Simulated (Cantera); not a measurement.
Feed: 1 mol HMDSO, 0.068 mol O3, equilibrated at 1177 °C and 13.3 mbar.

These are equilibrium values from Cantera (NASA tables, ideal gas, pure condensed phases), not measurements of a reactor. Candidate condensed phases: C, C6H6, C7H8, C8H18, H2O, Si, SiC, SiO2; 123 gas species. The feed counts by its element totals alone. The numbers say what is thermodynamically allowed, not how fast it happens.

Base state: H2 0.882, CO 0.118, SiO 0.000186, H 7.69e-5, CH4 3.42e-5 (mole fractions); condensed: C(graphite) + SiC(s).

Task: What changes in the equilibrium state with this change: O3 from 0.068 to 1.6 mol?

Result: 
```
species                before    after
-------------------  --------  -------
H2                      0.882    0.660
CO                      0.118    0.338
SiO                  0.000186  0.00152
H2O                   3.46e-6  1.25e-5
CH4                   3.42e-5  1.14e-5
H                     7.69e-5  6.66e-5
C(graphite), mol         2.80        0
SiC(s), mol              2.00     1.39
SiO2(β-quartz), mol         0    0.586
```
Mutual solubility and eutectic melting of coexisting phases are not modelled. The tables hold silica as quartz up to 1696 K and as liquid above; real silica turns to tridymite and cristobalite and melts near 1996 K.
